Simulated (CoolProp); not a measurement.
Values from CoolProp's reference Helmholtz-energy equation of state, Kamei 1995.

**Question.** For R22, give the phase and the speed of sound (m/s), conductivity (mW/(m K)), fugacity coefficient at 297.1 K and 0.25 MPa.

**Answer.** 
- 297.1 K and 0.25 MPa: gas; speed of sound 178, conductivity 11.5, fugacity coefficient 0.964

Thermal conductivity comes from a separate model (McLinden 2000), an estimate that may be off by 10 % or more.
